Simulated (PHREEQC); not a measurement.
Consider water at 20 °C with 0.25 mmol/kgw CdCl2, 12 mmol/kgw CuCl2, 0.43 mmol/kgw HCl and 22 mmol/kgw NaCl. Closed to the air; pH follows from the charge balance.

The numbers come from PHREEQC with the ion-association model, phreeqc.dat.

This is a speciation only: nothing precipitates in the calculation.

Task: What pH, specific conductance does the model give?

Result: pH 3.44; specific conductance 4510 µS/cm.

Task: In which forms is Cl present?

Result: Cl- 98 %, CuCl+ 1.1 % of the Cl.
